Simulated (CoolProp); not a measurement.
Computed with CoolProp (reference Helmholtz-energy equation of state, Thol 2014).

Problem. Give the vapour pressure (bar), vapour density (kg/m³), enthalpy of vaporisation (kJ/kg) of saturated diethyl ether at 281.9 K.

Solution. 
| T (K) | p (bar) | vapour density (kg/m³) | enthalpy of vaporisation (kJ/kg) |
|---|---|---|---|
| 281.9 | 0.368 | 1.19 | 380 |
